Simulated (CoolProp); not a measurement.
Model: reference Helmholtz-energy equation of state, Lemmon 2006, in CoolProp. It is a short technical equation, of lower accuracy than the large ones.

Problem. For C2F6 (R116), give the phase and the Z, cp (kJ/(kg K)), cv (kJ/(kg K)), expansivity (1/kK) at 334.5 K and 151 bar.

Solution. 
- 334.5 K and 151 bar: supercritical; Z 0.704, cp 1.17, cv 0.818, expansivity 4.66
